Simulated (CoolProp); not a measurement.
R115 along the isobar 8.94 MPa: fugacity coefficient from the reference equation and from simpler models built on Tc = 353.1 K, pc = 3.129 MPa, ω = 0.248; each cubic takes its own stable root.

Values from CoolProp's reference Helmholtz-energy equation of state, Lemmon 2016.

```json
[
 {"T (K)": "216.5", "phase": "liquid", "reference": "0.007572"},
 {"T (K)": "225.4", "phase": "liquid", "reference": "0.01169"},
 {"T (K)": "234.4", "phase": "liquid", "reference": "0.01739"},
 {"T (K)": "243.4", "phase": "liquid", "reference": "0.02492"},
 {"T (K)": "252.4", "phase": "liquid", "reference": "0.03457"},
 {"T (K)": "261.3", "phase": "liquid", "reference": "0.04642"},
 {"T (K)": "270.3", "phase": "liquid", "reference": "0.06094"},
 {"T (K)": "279.3", "phase": "liquid", "reference": "0.07814"},
 {"T (K)": "288.3", "phase": "liquid", "reference": "0.09810"},
 {"T (K)": "297.2", "phase": "liquid", "reference": "0.1205"},
 {"T (K)": "306.2", "phase": "liquid", "reference": "0.1459"},
 {"T (K)": "315.2", "phase": "liquid", "reference": "0.1739"},
 {"T (K)": "324.2", "phase": "liquid", "reference": "0.2042"},
 {"T (K)": "333.1", "phase": "liquid", "reference": "0.2362"},
 {"T (K)": "342.1", "phase": "liquid", "reference": "0.2703"},
 {"T (K)": "351.1", "phase": "liquid", "reference": "0.3058"}
]
```

Task: How far does each simpler model (van der Waals, Redlich-Kwong, Peng-Robinson) lie from the reference over these 16 states: mean and median of the absolute difference, and the worst?

Result: 
- van der Waals: mean 203.8 %, median 119.3 %, worst +745.0 % at 216.5 K and 8.94 MPa
- Redlich-Kwong: mean 36.5 %, median 30.3 %, worst +89.8 % at 216.5 K and 8.94 MPa
- Peng-Robinson: mean 3.0 %, median 3.0 %, worst -3.5 % at 261.3 K and 8.94 MPa
